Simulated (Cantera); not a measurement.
Charge: 1 mol Si, 0.037 mol O2, 130 mol H2, 0.12 mol N2O, held at 1973 K and 100 Torr.

These are equilibrium values from Cantera (NASA tables, ideal gas, pure condensed phases), not measurements of a reactor. Candidate condensed phases: H2O, Si, SiO2, Si2N2O, Si3N4; 35 gas species. Gases not in the tables: Si2H6 and higher silanes. Equilibrium is a limit: real reactors are often held back by kinetics, nucleation or transport.

Base state: H2 0.994, H 0.00368, SiO 0.00149, N2 0.000918, Si 0.000237, SiH2 9.03e-5, SiH 6.23e-5 (mole fractions); condensed: Si(l).

### Question
What changes in the equilibrium state with this change: O2 from 0.037 to 0.52 mol?

### Answer
```json
[
 {"species": "H2", "before": "0.994", "after": "0.987"},
 {"species": "SiO", "before": "0.00149", "after": "0.00761"},
 {"species": "H", "before": "0.00368", "after": "0.00367"},
 {"species": "H2O", "before": "1.46e-7", "after": "0.00122"},
 {"species": "SiH2", "before": "9.03e-5", "after": "5.46e-8"},
 {"species": "SiH", "before": "6.23e-5", "after": "3.78e-8"},
 {"species": "Si", "before": "0.000237", "after": "1.44e-7"},
 {"species": "N2", "before": "0.000918", "after": "0.000913"},
 {"species": "Si(l), mol", "before": "0.754", "after": "0"}
]
```
